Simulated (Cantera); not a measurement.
Feed: 1 mol HMDSO, 8.2 mol H2O, 48 mol N2, equilibrated at 798 K and 0.0133 bar.

These are equilibrium values from Cantera (NASA tables, ideal gas, pure condensed phases), not measurements of a reactor. Candidate condensed phases: C, C6H6, C7H8, C8H18, H2O, Si, SiC, SiO2, Si2N2O, Si3N4; 151 gas species. The feed counts by its element totals alone. The numbers say what is thermodynamically allowed, not how fast it happens.

Base state: N2 0.689, H2 0.240, CO 0.0599, CO2 0.00504, H2O 0.00472, CH4 0.00107 (mole fractions); condensed: C(graphite) + SiO2(α-quartz).

What changes in the equilibrium state with this change: HMDSO replaced by SiH2Cl2?


```json
[
 {"species": "N2", "before": "0.689", "after": "0.825"},
 {"species": "H2O", "before": "0.00472", "after": "0.107"},
 {"species": "HCl", "before": "0", "after": "0.0344"},
 {"species": "H2", "before": "0.240", "after": "0.0344"},
 {"species": "CO", "before": "0.0599", "after": "0"},
 {"species": "CO2", "before": "0.00504", "after": "0"},
 {"species": "CH4", "before": "0.00107", "after": "0"},
 {"species": "C(graphite), mol", "before": "1.41", "after": "0"},
 {"species": "SiO2(α-quartz), mol", "before": "2.00", "after": "1.00"}
]
```
Further candidate phases: NH4Cl.
